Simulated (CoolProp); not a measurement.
A Linde-Hampson liquefier for normal hydrogen: isothermal reversible compression at 280 K from 1 atm to 25 MPa, throttling to 1 atm, return gas leaving the recuperator 5 K below the feed. Each further row changes one setting.

Values from CoolProp's reference Helmholtz-energy equation of state, Leachman 2009.

```json
[
 {"case": "as stated", "compression work (kJ/kg of gas)": "6540"},
 {"case": "high pressure 50 MPa", "compression work (kJ/kg of gas)": "7540"},
 {"case": "warm-end temperature 310 K", "compression work (kJ/kg of gas)": "7230"},
 {"case": "warm-end gap 10 K", "compression work (kJ/kg of gas)": "6540"}
]
```
